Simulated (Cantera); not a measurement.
## Transport properties of process gases

Gas mixture: 100 % N2, at 1.00 atm, frozen composition.

Cantera's kinetic-theory transport with the Lennard-Jones parameters of GRI-Mech 3.0, ideal gas; thermal conductivity in the multicomponent form.

```
T (K)  ρ (kg/m³)  cp (J/kg/K)  μ (µPa s)  λ (mW/m/K)     Pr  D (cm²/s) CH4  D (cm²/s) OH  D (cm²/s) C2H2
-----  ---------  -----------  ---------  ----------  -----  -------------  ------------  --------------
400        0.853         1047       22.3        32.9  0.710          0.373         0.523           0.281
500        0.683         1058       26.1        39.1  0.708          0.550         0.766           0.416
600        0.569         1074       29.6        45.0  0.706          0.751          1.04           0.570
700        0.488         1095       32.8        50.9  0.706          0.976          1.35           0.743
800        0.427         1121       35.8        56.9  0.706           1.22          1.69           0.933
900        0.379         1147       38.7        62.9  0.706           1.49          2.05            1.14
1000       0.341         1169       41.5        68.8  0.706           1.78          2.45            1.36
1100       0.310         1187       44.2        74.3  0.706           2.09          2.87            1.60
```
D: mixture-averaged diffusion coefficient of that species in the mixture.
